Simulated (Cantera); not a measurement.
A closed system holds: 1 mol C₂F₆, 0.06 mol Si, 0.32 mol H₂, at 0.0353 Torr.

Cantera equilibrium calculation (NASA polynomials, part measured and part estimated; ideal gas, pure solids and liquids). Candidate condensed phases: C, C₆H₆, C₇H₈, C₈H₁₈, Si, SiC; 113 gas species. The feed counts by its element totals alone. Gases not in the tables: C₂F₆ and larger saturated fluorocarbons. The numbers say what is thermodynamically allowed, not how fast it happens. All values below are at 1000 °C.

Base state: CF₄ 0.646, HF 0.323, SiF₄ 0.0303, CF₂ 9.12e-5, F 3.38e-5, CF₃ 1.06e-5 (mole fractions); condensed: C(graphite).

What changes in the equilibrium state with this change: Si from 0.06 to 0.36 mol?


```csv
species,before,after
CF₄,0.646,0.495
HF,0.323,0.323
SiF₄,0.0303,0.182
CF₂,9.12e-5,7.98e-5
CF₃,1.06e-5,8.68e-6
F,3.38e-5,3.16e-5
"C(graphite), mol",0.720,1.02
```
